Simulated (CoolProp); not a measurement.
Computed with CoolProp (reference Helmholtz-energy equation of state, Platzer 1990). This equation is an older, rougher fit; its heat capacities, sound speeds and derivatives of the liquid may be far off and weren't checked against measurements.

Give the vapour pressure (MPa), vapour density (kg/m³), enthalpy of vaporisation (kJ/kg) of saturated c-C4F8 (RC318) at 298.5, 307.9, 311.1 K.


```json
[
 {"T (K)": "298.5", "p (MPa)": "0.316", "vapour density (kg/m³)": "28.3", "enthalpy of vaporisation (kJ/kg)": "104"},
 {"T (K)": "307.9", "p (MPa)": "0.422", "vapour density (kg/m³)": "37.7", "enthalpy of vaporisation (kJ/kg)": "99.7"},
 {"T (K)": "311.1", "p (MPa)": "0.464", "vapour density (kg/m³)": "41.4", "enthalpy of vaporisation (kJ/kg)": "98.1"}
]
```
